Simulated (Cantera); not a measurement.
A closed system holds: 1 mol SiO2, a varied amount of CO, equilibrated at 0.00150 bar.

Cantera equilibrium calculation (NASA polynomials, part measured and part estimated; ideal gas, pure solids and liquids). Candidate condensed phases: C, Si, SiC, SiO2; 20 gas species. The tables hold silica as quartz up to 1696 K and as liquid above; real silica turns to tridymite and cristobalite and melts near 1996 K. Equilibrium is a limit: real reactors are often held back by kinetics, nucleation or transport.

Problem. What condenses at these points (T in K, n(CO) in mol): (2475, 3.4); (2300, 0.64); (2300, 3.4); (2250, 3); (2400, 3)?

Solution. 
```
T (K)  n(CO) in mol  condensed phases  Si condensed (%)
-----  ------------  ----------------  ----------------
2475            3.4          gas only               0.0
2300           0.64              SiO2              23.0
2300            3.4          gas only               0.0
2250              3          gas only               0.0
2400              3          gas only               0.0
```
